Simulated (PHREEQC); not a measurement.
A made-up water analysis in mg/kgw, 38 °C, pH 3.59, pe 9.1: Na 95.6; K 1.53; Ca 34.3; Mg 6.45; Cl 40.4; S(6) as SO4 283; O(0) (dissolved oxygen) 0.67.

Valence states are taken as typed.

Model: ion-association model, wateq4f.dat, run in PHREEQC.

```tsv
quantity	before	after
ionic strength (mol/kgw)	0.00978	0.00918
Ca+2 (mol/kgw)	0.000681	0.000649
Mg+2 (mol/kgw)	0.000193	0.000140
CaSO4 (mol/kgw)	0.000175	0.000205
MgSO4 (mol/kgw)	7.21e-5	0.000126
HSO4- (mol/kgw)	6.43e-5	0.000230
SI of Gypsum (CaSO4:2H2O)	-1.51	-1.41
SI of Epsomite (MgSO4:7H2O)	-4.60	-5.10
```

Which change was made?
A) temperature from 38 to 90 °C at the same typed pH
B) Ca from 34.3 to 68.6 mg/kgw
C) Mg from 6.45 to 12.9 mg/kgw

A, temperature from 38 to 90 °C at the same typed pH

Precipitation was switched off in this run. At this temperature some constants are extrapolated from 25 °C, and those without enthalpy data are left unchanged.
